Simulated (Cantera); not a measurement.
# Formation from one mole of N2

Standard-state values (1 bar) from the NASA 1993 polynomials, evaluated with Cantera. Values are per mole of reaction as written; species without (g) are pure solids or liquids, kept so even where they would boil at 1 bar.

4 Cr + N2(g) = 2 Cr2N

```csv
T (K),ΔH° (kJ),ΔS° (J/K),ΔG° (kJ),log10 K
300,-251.0,-156.2,-204.2,35.55
500,-248.1,-148.7,-173.7,18.15
600,-246.2,-145.4,-159.0,13.84
700,-244.4,-142.5,-144.6,10.79
800,-242.4,-139.9,-130.5,8.52
900,-240.3,-137.4,-116.6,6.77
1000,-238.2,-135.2,-103.0,5.38
1100,-236.1,-133.2,-89.6,4.25
```

3 H2(g) + N2(g) = 2 NH3(g)

```
T (K)  ΔH° (kJ)  ΔS° (J/K)  ΔG° (kJ)  log10 K
-----  --------  ---------  --------  -------
300       -92.0     -198.4     -32.4     5.65
500       -99.9     -218.8       9.5    -1.00
600      -102.9     -224.4      31.7    -2.76
700      -105.4     -228.2      54.4    -4.06
800      -107.4     -230.9      77.3    -5.05
900      -109.0     -232.8     100.5    -5.83
1000     -110.3     -234.1     123.9    -6.47
1100     -111.2     -235.0     147.3    -7.00
```
